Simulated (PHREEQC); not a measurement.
Consider water at 25 °C with 0.013 mol CsOH and 0.00081 mol H3BO3 per kg of water. Closed to the air; pH follows from the charge balance.

The numbers come from PHREEQC with the ion-association model, wateq4f.dat.

| quantity | before | after |
|---|---|---|
| pH | 12.03 | 11.90 |
| H3BO3 (mol/kgw) | 1.15e-6 | 1.56e-6 |

Problem. Which change was made?
A) H3BO3 replaced by HBF4 at the same molality
B) 0.00076 mol/kgw Na2SO4 added
C) H3BO3 from 0.00081 to 0.000162 mol/kgw
D) diluted 10-fold with water
E) diluted 100-fold with water

Solution. A, H3BO3 replaced by HBF4 at the same molality

Precipitation was switched off in this run. Real BF4- forms and hydrolyses slowly; the run takes it at equilibrium.
